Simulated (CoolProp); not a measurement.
A single-stage vapour-compression cycle with R142b: evaporating at 280.15 K (dew point), condensing at 346.15 K (bubble point), superheat 0 K, subcooling 5 K, compressor efficiency 0.7, no pressure losses. Each further row changes one setting.

Computed with CoolProp (reference Helmholtz-energy equation of state, Lemmon 2006). It is a short technical equation, of lower accuracy than the large ones.

```tsv
case	cooling COP	pressure ratio	discharge temperature (K)	refrigerating effect (kJ/kg)	volumetric capacity (kJ/m³)
as stated	2.19	6.35	363.6	131	1120
evaporating temperature 285.15 K	[?]	[?]	361.5	134	1360
condensing temperature 341.15 K	2.47	5.67	358.0	138	1190
subcooling 10 K	2.31	6.35	363.6	138	1190
superheat 10 K	2.23	6.35	[?]	140	1150
compressor efficiency 0.6	[?]	6.35	[?]	131	1120
```

Fill in the missing entries.


- evaporating temperature 285.15 K, cooling COP: 2.48
- evaporating temperature 285.15 K, pressure ratio: 5.34
- superheat 10 K, discharge temperature (K): 374.1
- compressor efficiency 0.6, cooling COP: 1.88
- compressor efficiency 0.6, discharge temperature (K): 372.6
